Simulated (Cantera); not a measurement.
Dilute partial oxidation

An isothermal, constant-pressure homogeneous reactor starts with 1.57 % CH4, 0.597 % O2, 97.8 % N2, equivalence ratio 5.2, at 1125 K and 190000 Pa.

Detailed kinetics in Cantera: GRI-Mech 3.0 (53 species, 325 reactions). GRI-Mech 3.0 stops at C3 and has no aromatics, soot or wall deposition, so with more carbon than oxygen in the feed, carbon stays in small species such as C2H2 where larger ones or solid carbon would form.

| t (s) | x CH4 | x O2 | x NO | x H2 | x CH2O | x H | x C2H |
|---|---|---|---|---|---|---|---|
| 0.000700 | 0.0157 | 0.00597 | <1e-12 | 1.27e-10 | 2.08e-11 | 1.43e-12 | <1e-12 |
| 0.00228 | 0.0157 | 0.00597 | <1e-12 | 5.34e-10 | 2.53e-10 | 2.16e-12 | <1e-12 |
| 0.00740 | 0.0157 | 0.00597 | <1e-12 | 3.09e-9 | 3.77e-9 | 4.82e-12 | <1e-12 |
| 0.0240 | 0.0157 | 0.00597 | <1e-12 | 2.40e-8 | 5.64e-8 | 1.16e-11 | <1e-12 |
| 0.0782 | 0.0157 | 0.00597 | <1e-12 | 1.32e-7 | 3.94e-7 | 1.50e-11 | <1e-12 |
| 0.254 | 0.0157 | 0.00597 | <1e-12 | 5.75e-7 | 1.57e-6 | 2.03e-11 | <1e-12 |
| 0.826 | 0.0156 | 0.00596 | <1e-12 | 3.01e-6 | 5.52e-6 | 4.15e-11 | <1e-12 |
| 2.69 | 0.0156 | 0.00592 | <1e-12 | 2.45e-5 | 1.72e-5 | 1.46e-10 | <1e-12 |
| 8.73 | 0.0151 | 0.00564 | <1e-12 | 0.000256 | 3.27e-5 | 8.44e-10 | <1e-12 |
| 28.4 | 0.00985 | 0.000788 | 3.60e-11 | 0.00439 | 1.03e-5 | 1.68e-8 | <1e-12 |
| 92.3 | 0.00928 | 1.73e-5 | 2.03e-11 | 0.00543 | 2.17e-7 | 2.34e-9 | <1e-12 |
| 300 | 0.00924 | 3.76e-7 | 1.13e-11 | 0.00558 | 5.16e-9 | 1.43e-9 | <1e-12 |
x: mole fraction; the columns are a selection and need not sum to one.

Equilibrium at this temperature and pressure: CH4 0.00295, O2 <1e-12, NO <1e-12, H2 0.0245, CH2O 2.77e-10, H 5.08e-9, C2H <1e-12 (gas phase only).
